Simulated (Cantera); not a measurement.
What does this Cantera script print?

```python
import numpy as np
import cantera as ct

gas_names = """
    Fe FeO O O2 O3 S SO SO2 SO3 S2 S2O S8
""".split()
cond_names = """
    Fe(a) Fe(c) Fe(d) Fe(L) FeO(s) FeO(L) FeS(a) FeS(b) FeS(c) FeS(L) FeSO4(s) FeS2(s) Fe2O3(s)
    Fe2S3O12(s) Fe3O4(s) S(cr1) S(cr2) S(L)
""".split()


def load(file, names, dense=False):
    # The tables refer to 1 bar. Condensed volumes are neglected.
    table = {s.name: s for s in ct.Species.list_from_file(file)}
    out = []
    for n in names:
        d = dict(table[n].input_data)
        d["thermo"] = dict(d["thermo"], **{"reference-pressure": 1e5})
        if dense:
            d["equation-of-state"] = {"model": "constant-volume", "density": "1e6 g/cm^3"}
        out.append(ct.Species.from_dict(d))
    return out


gas = ct.Solution(thermo="ideal-gas", species=load("nasa_gas.yaml", gas_names))
cond = {s.name: ct.Solution(thermo="fixed-stoichiometry", species=[s], name=s.name)
        for s in load("nasa_condensed.yaml", cond_names, dense=True)}
atoms = {
    'FeS2': {'Fe': 1, 'S': 2},
    'SO3': {'S': 1, 'O': 3},
    'O2': {'O': 2},
}
top_T = {'FeSO4(s)': 950, 'FeS2(s)': 1010, 'Fe2O3(s)': 1830, 'Fe2S3O12(s)': 1100, 'Fe3O4(s)': 1870}  # K; cautious upper limits of use, not melting points


def equilibrate(T, P, feed):
    n = {}
    for name, mol in feed.items():
        for a, k in atoms[name].items():
            n[a] = n.get(a, 0.0) + k * mol
    gas.TPX = T, P, n
    mass = sum(n.values()) * gas.mean_molecular_weight
    gas.equilibrate("TP")
    valid = [c for c in cond.values() if c.min_temp <= T <= top_T.get(c.name, c.max_temp)]
    mix = ct.Mixture([(gas, mass / gas.mean_molecular_weight)] + [(c, 0.0) for c in valid])
    mix.T, mix.P = T, P
    mix.equilibrate("TP", solver="vcs", rtol=1e-11, max_steps=5000)
    return mix


results = []
feed = {'FeS2': 1, 'SO3': 3.3, 'O2': 0.16}  # mol
P = 10000  # Pa
for T in [1025, 1125, 1225, 1325, 1425, 1525, 1625]:
    mix = equilibrate(T, P, feed)
    results.append((T, P, feed, dict(zip(mix.species_names, mix.species_moles))))

top = {s: max(r[3][s] / sum(r[3][g] for g in gas_names) for r in results) for s in gas_names}
cols = sorted((s for s in top if top[s] > 0.0001), key=lambda s: -top[s])[:8]
seen = [c for c in cond_names if any(r[3].get(c, 0) > 1e-12 for r in results)]
print("log10 of partial pressures in bar; condensed amounts in mol")
print(f"{'T/K':>10s}" + "".join(f"{s[:9]:>10s}" for s in cols + seen))
for T, P, feed, n in results:
    ng = sum(n[g] for g in gas_names)
    print(f"{T:10.4g}" + "".join(f"{np.log10(max(n[s] / ng * P / 1e5, 1e-99)):10.3f}" for s in cols)
          + "".join(f"{n.get(c, 0):10.4g}" for c in seen))
```

It prints:

```
log10 of partial pressures in bar; condensed amounts in mol
       T/K       SO2        S2        SO       S2O         S    FeO(s)    FeS(c)  Fe3O4(s)
      1025    -1.020    -2.376    -5.130    -3.532    -9.073         0    0.2576    0.2475
      1125    -1.030    -2.204    -4.541    -3.425    -8.008         0    0.1338    0.2887
      1225    -1.041    -2.074    -4.054    -3.347    -7.122         0         0    0.3333
      1325    -1.041    -2.075    -3.663    -3.360    -6.426         0         0    0.3333
      1425    -1.033    -2.182    -3.350    -3.447    -5.879         1         0         0
      1525    -1.035    -2.189    -3.061    -3.462    -5.361         1         0         0
      1625    -1.037    -2.201    -2.810    -3.481    -4.909         1         0         0
```

These are equilibrium values from Cantera (NASA tables, ideal gas, pure condensed phases), not measurements of a reactor. Mutual solubility and eutectic melting of coexisting phases are not modelled. The tables' stoichiometric FeO is somewhat more stable than real wüstite, so its field is too wide. FeO, FeS: taken at fixed stoichiometry. Gases not in the tables: S3 to S7.
